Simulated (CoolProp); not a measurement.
The numbers come from the reference Helmholtz-energy equation of state, Thol 2017 in CoolProp.

Problem. For octamethyltrisiloxane (MDM), give the phase and the Z, Joule-Thomson coefficient (K/MPa), isothermal compressibility (1/MPa), expansivity (1/kK) at 418.3 K and 1.18 bar; 418.3 K and 71.9 bar.

Solution. 
- 418.3 K and 1.18 bar: liquid; Z 0.0117, Joule-Thomson coefficient -0.170, isothermal compressibility 0.00622, expansivity 1.81
- 418.3 K and 71.9 bar: liquid; Z 0.690, Joule-Thomson coefficient -0.279, isothermal compressibility 0.00414, expansivity 1.42
